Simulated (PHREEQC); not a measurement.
**Copper plating or etch bath: speciation**

Consider water at 87 °C with 0.066 mol/kgw CuSO4 and 0.00034 mol/kgw H2SO4. Closed to the air; pH follows from the charge balance.

Computed with PHREEQC (ion-association model, phreeqc.dat).

Precipitation was switched off in this run.

What pH, density, specific conductance does the model give?

pH 3.88; density 0.977 g/cm³; specific conductance 16200 µS/cm.

In which forms is S present?

SO4-2 52 %, CuSO4 47 %, HSO4- 1.3 % of the S.

Complexes and solids missing from the database can't appear. At this temperature some constants are extrapolated from 25 °C, and those without enthalpy data are left unchanged.
